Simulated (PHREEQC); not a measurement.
# Buffer: speciation

Make-up at 20 °C: 0.0011 mol HF, 0.0032 mol Na2CO3 and 0.037 mol NaCl per kg of water. Closed to the air; pH follows from the charge balance.

All values are PHREEQC results (ion-association model, phreeqc.dat), not measurements.

Precipitation was switched off in this run.

### Question
Estimate the pH.

### Answer
pH 10.23.

### Question
In which forms is C present?

### Answer
CO3-2 47 %, HCO3- 38 %, NaCO3- 14 %, NaHCO3 0.7 % of the C.

Complexes and solids missing from the database can't appear.
